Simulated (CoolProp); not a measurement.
Vapour-liquid equilibrium of CHF3 (R23) (1) + R11 (2) at 255.3 K; x and y are mole fractions of (1).

The numbers come from the multi-fluid Helmholtz-energy mixture model, Penoncello 2003 and Jacobsen 1992; pair parameters Bell 2016 in CoolProp.

Task: Give the bubble pressure and the first vapour's composition at x = 0.45, 0.75, 0.95. Is there an azeotrope?

Result: x = 0.45: 1103 kPa, y = 0.982; x = 0.75: 1223 kPa, y = 0.985; x = 0.95: 1410 kPa, y = 0.995. No azeotrope shows between x = 0.05 and 0.95.

The pair parameters rest on a limited set of measurements; away from them the model extrapolates. The gap from Raoult's law changes sign with composition, which may be real or a fault of the pair parameters; it wasn't checked against measurements. With so large a gap from Raoult's law the liquid may split in two, which this calculation doesn't test in full.
